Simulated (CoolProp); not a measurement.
Vapour-liquid equilibrium of sulfur hexafluoride (1) + CH2F2 (R32) (2) at 250.2 K; x and y are mole fractions of (1).

Computed with CoolProp (multi-fluid Helmholtz-energy mixture model, Guder 2009 and Tillner-Roth 1997; pair parameters Bell 2016).

```json
[
 {"x": "0.05", "bubble pressure (MPa)": "0.5514", "y at the bubble point": "0.345", "dew pressure at overall composition x (MPa)": "0.3819", "liquid density (mol/L)": "20.72"},
 {"x": "0.2", "bubble pressure (MPa)": "0.7846", "y at the bubble point": "0.560", "dew pressure at overall composition x (MPa)": "0.4536", "liquid density (mol/L)": "18.18"},
 {"x": "0.35", "bubble pressure (MPa)": "0.8289", "y at the bubble point": "0.595", "dew pressure at overall composition x (MPa)": "0.5553", "liquid density (mol/L)": "16.17"},
 {"x": "0.5", "bubble pressure (MPa)": "0.8378", "y at the bubble point": "0.607", "dew pressure at overall composition x (MPa)": "0.7071", "liquid density (mol/L)": "14.59"},
 {"x": "0.65", "bubble pressure (MPa)": "0.8405", "y at the bubble point": "0.628", "dew pressure at overall composition x (MPa)": "0.8355", "liquid density (mol/L)": "13.39"},
 {"x": "0.8", "bubble pressure (MPa)": "0.8198", "y at the bubble point": "0.685", "dew pressure at overall composition x (MPa)": "0.7483", "liquid density (mol/L)": "12.50"},
 {"x": "0.95", "bubble pressure (MPa)": "0.7090", "y at the bubble point": "0.861", "dew pressure at overall composition x (MPa)": "0.6543", "liquid density (mol/L)": "11.85"}
]
```

y crosses x between x = 0.5 and 0.65: the model has an azeotrope there.

The pair parameters rest on a limited set of measurements; away from them the model extrapolates. With so large a gap from Raoult's law the liquid may split in two, which this calculation doesn't test in full.
